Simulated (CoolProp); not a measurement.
Vapour-liquid equilibrium of n-butane (1) + cyclohexane (2) at 0.145 MPa; x and y are mole fractions of (1).

Values from CoolProp's multi-fluid Helmholtz-energy mixture model, Bücker 2006 and Zhou 2014; pair parameters Bell 2016.

| x | bubble temperature, mixture model (K) | bubble temperature, Raoult's law (K) | y, mixture model | y, Raoult's law |
|---|---|---|---|---|
| 0.05 | [?] | 353.2 | 0.266 | 0.349 |
| 0.15 | 339.6 | 334.5 | [?] | 0.682 |
| 0.25 | [?] | 321.7 | 0.790 | 0.822 |
| 0.35 | [?] | 312.3 | [?] | 0.893 |
| 0.45 | 306.2 | 305.1 | 0.929 | 0.933 |
| 0.55 | 299.7 | 299.3 | [?] | 0.957 |
| 0.65 | 294.6 | 294.5 | 0.973 | 0.973 |
| 0.75 | 290.5 | 290.5 | 0.984 | 0.984 |
| 0.85 | 287.0 | 287.0 | [?] | 0.992 |
| 0.95 | 283.9 | 283.9 | [?] | 0.998 |

Task: What belongs in the gaps?

Result: 
- 0.05, bubble temperature, mixture model (K): 356.8
- 0.15, y, mixture model: 0.611
- 0.25, bubble temperature, mixture model (K): 325.6
- 0.35, bubble temperature, mixture model (K): 314.6
- 0.35, y, mixture model: 0.881
- 0.55, y, mixture model: 0.956
- 0.85, y, mixture model: 0.991
- 0.95, y, mixture model: 0.997

The largest gap from Raoult's law is +5.1 K in bubble temperature, at x = 0.15. No azeotrope shows between x = 0.05 and 0.95.

Pair parameters are fitted to limited data, so mixtures are less certain than the pure fluids.
